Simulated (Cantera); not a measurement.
Charge: 1 mol SiH2Cl2, 0.77 mol N2, a varied amount of H2, 4 mol NH3, held at 1573.15 K and 14.3 Torr.

These are equilibrium values from Cantera (NASA tables, ideal gas, pure condensed phases), not measurements of a reactor. Candidate condensed phases: NH4Cl, Si, Si3N4; 28 gas species. The tables' values for SiCl3 are old estimates; treat these amounts as uncertain. The numbers say what is thermodynamically allowed, not how fast it happens.

log p: log10 of the partial pressure in bar; n: condensed amount in mol.

| n(H2) (mol) | log p H2 | log p N2 | log p HCl | log p SiCl2 | n Si3N4(s) |
|---|---|---|---|---|---|
| 8.5 | -1.83 | -2.65 | -2.76 | ? | 0.288 |
| 11 | -1.81 | -2.71 | -2.81 | ? | 0.291 |
| 14 | -1.80 | -2.77 | -2.86 | ? | 0.293 |
| 18 | -1.79 | -2.83 | -2.92 | ? | 0.296 |
| 22 | -1.78 | -2.89 | -2.98 | ? | 0.297 |
| 29 | -1.77 | -2.98 | -3.06 | ? | 0.300 |
| 37 | -1.76 | -3.06 | -3.14 | ? | 0.302 |
| 47 | -1.75 | -3.14 | -3.22 | ? | 0.304 |
| 59 | -1.75 | -3.23 | -3.30 | ? | 0.306 |
| 76 | -1.74 | -3.32 | -3.39 | ? | 0.308 |
| 97 | -1.74 | -3.42 | -3.48 | ? | 0.310 |

**Question.** Some entries are withheld; supply them.

**Answer.** 
- 8.5, log p SiCl2: -3.87
- 11, log p SiCl2: -3.95
- 14, log p SiCl2: -4.03
- 18, log p SiCl2: -4.12
- 22, log p SiCl2: -4.20
- 29, log p SiCl2: -4.32
- 37, log p SiCl2: -4.43
- 47, log p SiCl2: -4.54
- 59, log p SiCl2: -4.65
- 76, log p SiCl2: -4.78
- 97, log p SiCl2: -4.90
